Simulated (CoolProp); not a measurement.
Properties of ethylene along the isobar 0.101 MPa (Tc = 9.2 °C, pc = 5.042 MPa, ω = 0.087).

Values from CoolProp's reference Helmholtz-energy equation of state, Smukala 2000.

```csv
T (°C),phase,Z,cp (kJ/(kg K)),Joule-Thomson coefficient (K/MPa),isothermal compressibility (1/MPa)
-122.55,liquid,0.003810,2.403,-0.4591,0.001359
-96.75,gas,0.9710,1.290,37.58,10.21
-70.95,gas,0.9812,1.302,26.62,10.09
-45.05,gas,0.9870,1.343,19.76,10.03
-19.25,gas,0.9906,1.404,15.17,9.996
6.55,gas,0.9930,1.479,11.93,9.971
32.45,gas,0.9947,1.562,9.560,9.954
58.25,gas,0.9959,1.650,7.790,9.942
84.05,gas,0.9968,1.741,6.437,9.933
109.85,gas,0.9975,1.833,5.385,9.926
135.75,gas,0.9980,1.924,4.550,9.921
```
